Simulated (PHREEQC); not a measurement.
Consider water at 40 °C with 0.0022 mol/kgw Na2HAsO4, 0.00014 mol/kgw H2SO4 and 0.00031 mol/kgw CaCl2. Closed to the air; pH follows from the charge balance.

The numbers come from PHREEQC with the ion-association model, wateq4f.dat.

Precipitation was switched off in this run.

What pH does the model give?

pH 7.84.

In which forms is Ca present?

Ca+2 99 %, CaSO4 1.5 % of the Ca.

Constants without temperature data keep their 25 °C values here. The database has no arsenate complexes of Ca.
